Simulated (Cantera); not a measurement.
Feed: 1 mol PbO, 0.7 mol CO, 0.54 mol N2, equilibrated at 1.33 mbar.

Method: chemical equilibrium by Gibbs-energy minimisation in Cantera with the NASA 1993 tables (ideal gas, pure condensed phases). Candidate condensed phases: C, Pb, PbO, PbO2, Pb3O4; 27 gas species. Mutual solubility and eutectic melting of coexisting phases are not modelled. Gases not in the tables: (PbO)n polymers. Kinetics and transport are ignored.

x: gas mole fraction; n: condensed amount in mol.

| T (K) | x CO2 | x N2 | x Pb | x PbO | x O2 | x CO | x NO | n Pb(l) | n PbO(yellow) | n PbO(l) |
|---|---|---|---|---|---|---|---|---|---|---|
| 825 | 0.564 | 0.435 | 0.000108 | 1.88e-7 | <1e-12 | 1.13e-5 | <1e-12 | 0.700 | 0.300 | 0 |
| 925 | 0.563 | 0.435 | 0.00200 | 1.53e-5 | 3.74e-12 | 3.08e-5 | 4.02e-11 | 0.697 | 0.300 | 0 |
| 1025 | 0.552 | 0.426 | 0.0209 | 0.000514 | 9.48e-10 | 6.85e-5 | 2.02e-9 | 0.673 | 0.299 | 0 |
| 1125 | 0.479 | 0.370 | 0.142 | 0.00904 | 8.76e-8 | 0.000118 | 4.70e-8 | 0.493 | 0.287 | 0 |
| 1225 | 0.330 | 0.255 | 0.330 | 0.0847 | 1.28e-5 | 7.85e-5 | 1.05e-6 | 0 | 0 | 0.121 |
| 1325 | 0.312 | 0.241 | 0.313 | 0.134 | ? | ? | ? | 0 | 0 | 0 |
| 1425 | 0.312 | 0.241 | 0.314 | 0.132 | ? | ? | ? | 0 | 0 | 0 |
| 1525 | 0.310 | 0.240 | 0.318 | 0.126 | 0.00402 | 0.000948 | 0.000105 | 0 | 0 | 0 |

Task: Some entries are withheld; supply them.

Result: 
- 1325, x O2: 0.000230
- 1325, x CO: 0.000141
- 1325, x NO: 8.51e-6
- 1425, x O2: 0.00111
- 1425, x CO: 0.000383
- 1425, x NO: 3.35e-5
